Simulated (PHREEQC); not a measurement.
Consider water at 10 °C with 0.14 mol/kgw HCl, 0.00052 mol/kgw FeCl3 and 0.0014 mol/kgw KCl. Closed to the air; pH follows from the charge balance.

Model: ion-association model, phreeqc.dat, run in PHREEQC.

No solid was allowed to form.

Order these Fe species by the share of Fe that they hold, largest first: FeCl2+, Fe+3, FeCl+2, FeOH+2, FeCl3.

Fe+3 (45 %), FeCl+2 (40 %), FeCl2+ (14 %), FeOH+2 (0.46 %), FeCl3 (0.11 %)

The pH is 0.94 and the ionic strength 0.143 mol/kgw. Constants without temperature data keep their 25 °C values here.
